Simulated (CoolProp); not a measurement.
Vapour-liquid equilibrium of toluene (1) + o-xylene (2) at 469.5 K; x and y are mole fractions of (1).

The numbers come from the multi-fluid Helmholtz-energy mixture model, Lemmon 2006 and Zhou 2012; pair parameters Bell 2016 in CoolProp.

| x | bubble pressure (bar) | y at the bubble point | dew pressure at overall composition x (bar) | liquid density (mol/L) |
|---|---|---|---|---|
| 0.05 | 3.535 | 0.090 | 3.460 | 6.774 |
| 0.15 | 3.880 | 0.250 | 3.658 | 6.836 |
| 0.25 | 4.236 | 0.387 | 3.880 | 6.899 |
| 0.35 | 4.600 | 0.506 | 4.133 | 6.962 |
| 0.45 | 4.969 | 0.609 | 4.421 | 7.025 |
| 0.55 | 5.341 | 0.698 | 4.752 | 7.089 |
| 0.65 | 5.714 | 0.777 | 5.135 | 7.154 |
| 0.75 | 6.087 | 0.848 | 5.580 | 7.220 |
| 0.85 | 6.461 | 0.912 | 6.098 | 7.288 |
| 0.95 | 6.838 | 0.972 | 6.696 | 7.357 |

No azeotrope shows between x = 0.05 and 0.95.

The pair parameters rest on a limited set of measurements; away from them the model extrapolates.
